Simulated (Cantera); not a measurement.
Input: 1 mol Si3N4, 0.028 mol CO2, 390 mol N2, equilibrated at 1325 °C and 0.590 Pa.

Method: chemical equilibrium by Gibbs-energy minimisation in Cantera with the NASA 1993 tables (ideal gas, pure condensed phases). Candidate condensed phases: C, Si, SiC, SiO2, Si2N2O, Si3N4; 34 gas species. The tables' values for SiN are old estimates; treat these amounts as uncertain. Kinetics and transport are ignored.

Base state: N2 0.992, Si 0.00734, SiO 0.000121, Si2C 2.30e-5, CO 2.13e-5, SiN 1.54e-5, Si2N 1.20e-5 (mole fractions); condensed: SiC(s).

Question: What changes in the equilibrium state with this change: temperature from 1325 °C to 1102 °C?

Answer: 
| species | before | after |
|---|---|---|
| N2 | 0.992 | 1.000 |
| SiO | 0.000121 | 0.000138 |
| Si | 0.00734 | 4.65e-5 |
| Si2C | 2.30e-5 | 2.41e-8 |
| SiN | 1.54e-5 | 2.59e-7 |
| Si2N | 1.20e-5 | 2.21e-7 |
| CO | 2.13e-5 | 5.13e-6 |
| SiC(s), mol | 0.0105 | 0.0260 |
| Si3N4(s), mol | 0 | 0.967 |
Mutual solubility and eutectic melting of coexisting phases are not modelled.
